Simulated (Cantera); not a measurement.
## Equilibrium for carbothermic reduction: SiO2 + CH4 + CO

Charge: 1 mol SiO2, 0.48 mol CH4, 0.031 mol CO, at 1625 K.

These are equilibrium values from Cantera (NASA tables, ideal gas, pure condensed phases), not measurements of a reactor. Candidate condensed phases: C, C6H6, C7H8, C8H18, H2O, Si, SiC, SiO2; 123 gas species. Mutual solubility and eutectic melting of coexisting phases are not modelled. The tables hold silica as quartz up to 1696 K and as liquid above; real silica turns to tridymite and cristobalite and melts near 1996 K. Equilibrium is a limit: real reactors are often held back by kinetics, nucleation or transport.

From 0.0750 Torr to 2.03 Torr the condensed part is SiO2(β-quartz). From 10.5 Torr to 278 Torr the condensed part is SiC(s) + SiO2(β-quartz). At 1430 Torr the condensed part is C(graphite) + SiC(s) + SiO2(β-quartz). At 7500 Torr the condensed part is C(graphite) + SiO2(β-quartz). The main Si-bearing gas is SiO throughout.

```tsv
P (Pa)	log p H2	log p CO	log p SiO	log p CH4	n SiO2(β-quartz)	n SiC(s)	n C(graphite)
10	-4.31	-4.58	-4.61	<-16	0.518	0	0
52	-3.59	-3.87	-3.89	-13.59	0.520	0	0
270	-2.88	-3.15	-3.18	-10.72	0.520	0	0
1400	-2.06	-2.43	-2.82	-8.00	0.729	0.105	0
7200	-1.29	-1.72	-3.06	-5.98	0.829	0.155	0
37000	-0.57	-1.00	-3.29	-4.07	0.839	0.159	0
190000	0.24	-0.85	-3.35	-2.35	0.977	0.0231	0.408
1000000	0.98	-0.50	-3.69	-0.87	1.000	0	0.467
```
log p: log10 of the partial pressure in bar; n: condensed amount in mol.
